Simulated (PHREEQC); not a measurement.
Synthetic water in mg/kgw, 25 °C, pH 7.5, pe 3:

| constituent | mg/kgw |
|---|---|
| Na | 40.7 |
| K | 1.4 |
| Ca | 30.7 |
| Mg | 0.681 |
| Cl | 19.7 |
| S(6) as SO4 | 8.78 |
| Alkalinity as HCO3 | 168 |
| Li | 0.0167 |

Na is adjusted to close the charge balance.
Valence states are taken as typed.

All values are PHREEQC results (ion-association model, wateq4f.dat), not measurements.

No solid was allowed to form.

Order these C species by the share of C that they hold, largest first: CaCO3, HCO3-, CO3-2, CaHCO3+, CO2.

HCO3- (93 %), CO2 (6.2 %), CaHCO3+ (0.66 %), CO3-2 (0.17 %), CaCO3 (0.12 %)

Order these S species by the share of S that they hold, largest first: MgSO4, NaSO4-, SO4-2, CaSO4.

SO4-2 (91 %), CaSO4 (7.7 %), NaSO4- (0.64 %), MgSO4 (0.33 %)

The pH is 7.50 and the ionic strength 0.00430 mol/kgw. Complexes and solids missing from the database can't appear.
